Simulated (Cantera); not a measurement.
Charge: 1 mol AlCl3, 0.51 mol HCl, 75 mol N2, equilibrated at 525 °C and 0.00133 bar.

Cantera equilibrium calculation (NASA polynomials, part measured and part estimated; ideal gas, pure solids and liquids). Candidate condensed phases: Al, AlCl3, AlN, NH4Cl; 20 gas species. Equilibrium is a limit: real reactors are often held back by kinetics, nucleation or transport.

Base state: N2 0.980, AlCl3 0.0131, HCl 0.00667 (mole fractions); condensed: gas only.

Question: What changes in the equilibrium state with this change: AlCl3 replaced by Al?

Answer: 
```tsv
species	before	after
N2	0.980	0.994
HCl	0.00667	0.00266
H2	4.63e-9	0.00207
AlCl3	0.0131	0.00138
AlN(s), mol	0	0.897
```
